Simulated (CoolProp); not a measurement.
Saturation properties of neopentane.

Computed with CoolProp (reference Helmholtz-energy equation of state, Lemmon 2006). It is a short technical equation, of lower accuracy than the large ones.

| T (°C) | p (MPa) | liquid density (kg/m³) | vapour density (kg/m³) | enthalpy of vaporisation (kJ/kg) | liquid cp (kJ/(kg K)) | surface tension (mN/m) |
|---|---|---|---|---|---|---|
| 71.85 | 0.6127 | 527.1 | 18.28 | 258.9 | 2.629 | [?] |
| 75.25 | 0.6625 | 522.4 | 19.78 | 255.0 | 2.657 | 6.24 |
| 78.55 | 0.7135 | 517.7 | 21.34 | 251.2 | 2.684 | 5.95 |
| 81.95 | [?] | 512.8 | 23.05 | 247.1 | 2.714 | 5.66 |
| 85.25 | 0.8260 | 507.9 | 24.82 | 243.0 | 2.744 | 5.37 |
| 88.65 | 0.8878 | 502.7 | 26.77 | 238.7 | 2.777 | [?] |
| 92.05 | 0.9529 | 497.4 | 28.86 | 234.2 | 2.811 | [?] |
| 95.35 | 1.019 | 492.1 | 31.02 | 229.7 | 2.846 | 4.51 |
| 98.75 | 1.091 | 486.5 | 33.41 | 225.0 | 2.884 | 4.23 |
| 102.05 | 1.165 | 480.9 | 35.90 | 220.1 | 2.923 | 3.96 |
| 105.45 | [?] | 475.0 | 38.65 | [?] | 2.966 | 3.68 |
| 108.85 | 1.327 | 468.8 | 41.61 | 209.6 | [?] | 3.41 |
| 112.15 | 1.412 | 462.6 | 44.70 | 204.2 | 3.062 | 3.15 |

**Question.** Complete the blanks.

**Answer.** 
- 71.85, surface tension (mN/m): 6.55
- 81.95, p (MPa): 0.7691
- 88.65, surface tension (mN/m): 5.08
- 92.05, surface tension (mN/m): 4.79
- 105.45, p (MPa): 1.244
- 105.45, enthalpy of vaporisation (kJ/kg): 215.0
- 108.85, liquid cp (kJ/(kg K)): 3.013

It boils at 9.5 °C under 1 atm.

Surface tension comes from a separate correlation (Mulero 2014).
